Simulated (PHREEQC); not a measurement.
Consider water at 44 °C with 0.028 mol HF, 8e-05 mol CsF and 0.0014 mol H2SiF6 per kg of water. Closed to the air; pH follows from the charge balance.

The numbers come from PHREEQC with the ion-association model, wateq4f.dat.

Question: The ionic strength comes out as 0.00689 mol/kgw. What activity coefficients do HF2-, F-, SiF6-2, H+, Cs+ get?

Answer: HF2- 0.91, F- 0.91, SiF6-2 0.70, H+ 0.92, Cs+ 0.91.

No solid was allowed to form. Species that the database lacks are ignored. Away from 25 °C the constants follow the database's enthalpies or fits; those with neither stay at their 25 °C values. SiF6-2 is the database's only silicon fluoride.
